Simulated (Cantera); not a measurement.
# Thermodynamics of carbothermic reduction, feed Ta2O5 + CH4 + H2 + C

Input: 1 mol Ta2O5, 4 mol CH4, 2.6 mol H2, a varied amount of C, at 1.30 mbar.

These are equilibrium values from Cantera (NASA tables, ideal gas, pure condensed phases), not measurements of a reactor. Candidate condensed phases: C, C6H6, C7H8, C8H18, H2O, Ta, TaC, Ta2O5; 113 gas species. Mutual solubility and eutectic melting of coexisting phases are not modelled. TaC: taken at fixed stoichiometry. Condensed phases not in the tables: Ta2C, N, O or C dissolved in the metal. Equilibrium is a limit: real reactors are often held back by kinetics, nucleation or transport.

Map the stable condensed phases over T = 1050, 1150, 1250, 1350, 1450, 1550, 1650, 1750, 1850, 1950, 2050, 2150, 2250 K and n(C) in mol = 0.33, 0.61, 0.89, 1.2, 1.4, 1.7, 2, 2.3, 2.6.


```
T in K \ n(C) in mol
         0.33 0.61 0.89  1.2  1.4  1.7    2  2.3  2.6
   2250     A    A    A    B    B    B    B    B    B
   2150     C    C    A    B    B    B    B    B    B
   2050     C    C    C    B    B    B    B    B    B
   1950     C    C    C    B    B    B    B    B    B
   1850     C    C    C    B    B    B    B    B    B
   1750     D    D    D    D    D    D    D    D    D
   1650     D    D    D    D    D    D    D    D    D
   1550     D    D    D    D    D    D    D    D    D
   1450     D    D    D    D    D    D    D    D    D
   1350     D    D    D    D    D    D    D    D    D
   1250     D    D    D    D    D    D    D    D    D
   1150     D    D    D    D    D    D    D    D    D
   1050     D    D    D    D    D    D    D    D    D
```
A: Ta; B: Ta + TaC; C: Ta + Ta2O5; D: TaC + Ta2O5.
